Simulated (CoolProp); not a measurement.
Computed with CoolProp (reference Helmholtz-energy equation of state, Gao 2022).

Q: For n-perfluorohexane, give the phase and the Z, cp (kJ/(kg K)), expansivity (1/kK), fugacity coefficient at 176.85 °C and 81.3 bar; 176.85 °C and 104 bar.

A: 
- 176.85 °C and 81.3 bar: supercritical; Z 0.586, cp 1.21, expansivity 2.89, fugacity coefficient 0.237
- 176.85 °C and 104 bar: supercritical; Z 0.727, cp 1.20, expansivity 2.44, fugacity coefficient 0.217
